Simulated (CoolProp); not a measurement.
Vapour-liquid equilibrium of carbon dioxide (1) + carbonyl sulfide (2) at 10.6 bar; x and y are mole fractions of (1).

Model: multi-fluid Helmholtz-energy mixture model, Span 1996 and Lemmon 2006; pair parameters Bell 2016, in CoolProp.

| x | bubble temperature (K) | y at the bubble point | dew temperature at overall composition x (K) | liquid density (mol/L) |
|---|---|---|---|---|
| 0.05 | 280.4 | 0.251 | 288.7 | 17.44 |
| 0.125 | 269.0 | 0.482 | 285.7 | 18.20 |
| 0.2 | 261.2 | (withheld) | 282.6 | 18.83 |
| 0.275 | (withheld) | 0.698 | 279.3 | (withheld) |
| 0.35 | 251.5 | 0.754 | 275.8 | 19.93 |
| 0.425 | 248.4 | 0.795 | 272.0 | 20.45 |
| 0.5 | (withheld) | 0.828 | 268.0 | 20.97 |
| 0.575 | 243.7 | 0.856 | 263.7 | 21.50 |
| 0.65 | 241.8 | 0.881 | 258.9 | 22.06 |
| 0.725 | 240.1 | 0.904 | 253.7 | 22.65 |
| 0.8 | 238.5 | 0.928 | 248.0 | 23.28 |
| 0.875 | 237.0 | 0.953 | 242.2 | 23.96 |
| 0.95 | 235.6 | 0.980 | 237.2 | 24.70 |

Question: Some entries are withheld; supply them.

Answer: 
- 0.2, y at the bubble point: 0.615
- 0.275, bubble temperature (K): 255.6
- 0.275, liquid density (mol/L): 19.40
- 0.5, bubble temperature (K): 245.8

No azeotrope shows between x = 0.05 and 0.95.

Pair parameters are fitted to limited data, so mixtures are less certain than the pure fluids.
